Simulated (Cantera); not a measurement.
Input: 1 mol Si, 20 mol HBr, 1.5 mol N2, at 1023.15 K and 0.623 Torr.

Equilibrium computed with Cantera from the NASA thermochemical tables; the gas is ideal and each condensed phase is pure. Candidate condensed phases: Br2, Si, Si3N4; 28 gas species. The tables' values for SiBr3 are old estimates; treat these amounts as uncertain. The numbers say what is thermodynamically allowed, not how fast it happens.

Base state: HBr 0.780, H2 0.0976, N2 0.0731, SiBr4 0.0486, Br 0.000504, SiBr3 0.000116, SiBr2 5.76e-5, SiHBr3 3.00e-5 (mole fractions); condensed: gas only.

Question: What changes in the equilibrium state with this change: temperature from 1023.15 K to 1200 K?

Answer: 
```
species    before    after
-------  --------  -------
HBr         0.780    0.778
H2         0.0976   0.0935
N2         0.0731   0.0724
SiBr4      0.0486   0.0407
Br       0.000504  0.00722
SiBr2     5.76e-5  0.00566
SiBr3    0.000116  0.00184
Br2       3.77e-6  2.56e-5
SiHBr3    3.00e-5  8.00e-5
```
